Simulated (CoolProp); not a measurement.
A simple Rankine cycle with water: condensing at 306.15 K, boiler at 9.19 MPa, turbine inlet 618 K, turbine efficiency 0.6, pump efficiency 0.7, no recuperator. Each further row changes one setting.

Computed with CoolProp (reference Helmholtz-energy equation of state, Wagner 2002).

```
case                             thermal efficiency (%)  net work (kJ/kg)  heat in (kJ/kg)  turbine exit temperature (K)  volume ratio over the turbine
-------------------------------  ----------------------  ----------------  ---------------  ----------------------------  -----------------------------
as stated                                          23.4               651             2780                         306.1                            [?]
turbine inlet 638 K                                 [?]               673             2850                         306.1                            953
condensing temperature 298.15 K                    24.1               [?]              [?]                         298.1                           1540
boiler pressure 6.43 MPa                            [?]               655             2870                         306.1                            666
turbine efficiency 0.5                              [?]               [?]             2780                         306.1                           1050
```

### Question
Some entries are withheld; supply them.

### Answer

- as stated, volume ratio over the turbine: 999
- turbine inlet 638 K, thermal efficiency (%): 23.6
- condensing temperature 298.15 K, net work (kJ/kg): 677
- condensing temperature 298.15 K, heat in (kJ/kg): 2810
- boiler pressure 6.43 MPa, thermal efficiency (%): 22.8
- turbine efficiency 0.5, thermal efficiency (%): 19.4
- turbine efficiency 0.5, net work (kJ/kg): 540

The expansion ends wet for: as stated; turbine inlet 638 K; condensing temperature 298.15 K; boiler pressure 6.43 MPa; turbine efficiency 0.5.
